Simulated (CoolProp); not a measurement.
Vapour-liquid equilibrium of propylene (1) + R142b (2) at 263.7 K; x and y are mole fractions of (1).

The numbers come from the multi-fluid Helmholtz-energy mixture model, Lemmon 2013 and Lemmon 2006; pair parameters Bell 2016 in CoolProp.

Problem. Give the bubble pressure and the first vapour's composition at x = 0.2, 0.65, 0.8. Is there an azeotrope?

Solution. x = 0.2: 0.1795 MPa, y = 0.539; x = 0.65: 0.3325 MPa, y = 0.872; x = 0.8: 0.3764 MPa, y = 0.929. No azeotrope shows between x = 0.05 and 0.95.

The pair parameters rest on a limited set of measurements; away from them the model extrapolates.
